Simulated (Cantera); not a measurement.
An isothermal, constant-pressure homogeneous reactor starts with CH₄ : H₂ : H = 0.01 : 1 : 0.0061 (molar parts), at 1650 K and 100.0 Torr. Integrator tolerance rtol = 1e-08.

Computed with Cantera and GRI-Mech 3.0 (53 species, 325 reactions). GRI-Mech 3.0 stops at C3 and has no aromatics, soot or wall deposition, so with more carbon than oxygen in the feed, carbon stays in small species such as C2H2 where larger ones or solid carbon would form.

**Question.** What does this change do: pressure from 100.0 Torr to 20.0 Torr?

**Answer.** 
```csv
quantity,before,after
x(CH₄) at 20.0 s,0.00182 (gas-phase equilibrium 0.00164),0.00160 (gas-phase equilibrium 0.000354)
x(H₂) at 20.0 s,0.994 (gas-phase equilibrium 0.994),0.994 (gas-phase equilibrium 0.994)
x(H) at 20.0 s,0.000250 (gas-phase equilibrium 0.000250),0.000553 (gas-phase equilibrium 0.000559)
x(C₂H) at 20.0 s,4.32e-9 (gas-phase equilibrium 4.42e-9),9.91e-9 (gas-phase equilibrium 1.15e-8)
x(CH₃) at 20.0 s,9.29e-6 (gas-phase equilibrium 8.35e-6),1.80e-5 (gas-phase equilibrium 4.03e-6)
```
Radical loss at walls, strong at low pressure, is not modelled.
